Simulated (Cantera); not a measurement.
NO annealing gas

An isothermal, constant-pressure homogeneous reactor starts with NO : N₂ = 1 : 11 (molar parts), at 2025 K and 20.0 Torr.

Computed with Cantera and GRI-Mech 3.0 (53 species, 325 reactions). Radical loss at walls, strong at low pressure, is not modelled.

```json
[
 {"t (s)": "8.00e-6", "x NO": "0.0833", "x N₂O": "2.06e-9", "x O": "2.06e-9", "x O₂": "<1e-12", "x N₂": "0.917", "x NO₂": "<1e-12"},
 {"t (s)": "6.17e-5", "x NO": "0.0833", "x N₂O": "1.58e-8", "x O": "1.59e-8", "x O₂": "1.87e-12", "x N₂": "0.917", "x NO₂": "2.36e-12"},
 {"t (s)": "0.000476", "x NO": "0.0833", "x N₂O": "1.20e-7", "x O": "1.24e-7", "x O₂": "1.12e-10", "x N₂": "0.917", "x NO₂": "1.32e-10"},
 {"t (s)": "0.00367", "x NO": "0.0833", "x N₂O": "8.21e-7", "x O": "1.06e-6", "x O₂": "7.13e-9", "x N₂": "0.917", "x NO₂": "5.45e-9"},
 {"t (s)": "0.0283", "x NO": "0.0833", "x N₂O": "2.94e-6", "x O": "1.15e-5", "x O₂": "5.74e-7", "x N₂": "0.917", "x NO₂": "1.02e-7"},
 {"t (s)": "0.218", "x NO": "0.0831", "x N₂O": "3.19e-6", "x O": "9.84e-5", "x O₂": "4.55e-5", "x N₂": "0.917", "x NO₂": "8.61e-7"},
 {"t (s)": "1.68", "x NO": "0.0800", "x N₂O": "2.77e-6", "x O": "0.000281", "x O₂": "0.00151", "x N₂": "0.918", "x NO₂": "2.27e-6"},
 {"t (s)": "13.0", "x NO": "0.0456", "x N₂O": "8.08e-7", "x O": "0.000697", "x O₂": "0.0185", "x N₂": "0.935", "x NO₂": "3.66e-6"},
 {"t (s)": "100", "x NO": "0.00397", "x N₂O": "3.97e-8", "x O": "0.000986", "x O₂": "0.0392", "x N₂": "0.956", "x NO₂": "4.62e-7"}
]
```
x: mole fraction; the columns are a selection and need not sum to one.

Equilibrium at this temperature and pressure: NO 0.00392, N₂O 3.95e-8, O 0.000986, O₂ 0.0392, N₂ 0.956, NO₂ 4.56e-7 (gas phase only).
